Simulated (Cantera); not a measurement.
Hydrogen reduction and annealing atmospheres: PbS + H₂

A closed system holds: 1 mol PbS, a varied amount of H₂, equilibrated at 925 °C and 1.50 bar.

Method: chemical equilibrium by Gibbs-energy minimisation in Cantera with the NASA 1993 tables (ideal gas, pure condensed phases). Candidate condensed phases: Pb, PbS, S; 10 gas species. Mutual solubility and eutectic melting of coexisting phases are not modelled. Rates play no part.

From 2.4 mol H₂ to 13 mol H₂ the condensed part is Pb(l) + PbS(s). At 16 mol H₂ the condensed part is Pb(l). The main Pb-bearing gas is PbS throughout. The share of Pb in condensed phases is highest at 2.4 mol H₂ (98.8 %) and lowest at 16 mol H₂ (93.3 %).

```
n(H₂) (mol)   x H₂   x H₂S    x PbS      x Pb  n Pb(l)  n PbS(s)
-----------  -----  ------  -------  --------  -------  --------
2.4          0.927  0.0677  0.00439  0.000417    0.162     0.826
3.1          0.927  0.0677  0.00439  0.000417    0.210     0.775
3.9          0.927  0.0677  0.00439  0.000417    0.264     0.717
5            0.927  0.0677  0.00439  0.000417    0.338     0.638
6.3          0.927  0.0677  0.00439  0.000417    0.426     0.543
8            0.927  0.0677  0.00439  0.000417    0.541     0.420
10           0.927  0.0677  0.00439  0.000417    0.677     0.275
13           0.927  0.0677  0.00439  0.000417    0.880    0.0575
16           0.937  0.0585  0.00375  0.000417    0.933         0
```
x: gas mole fraction; n: condensed amount in mol.
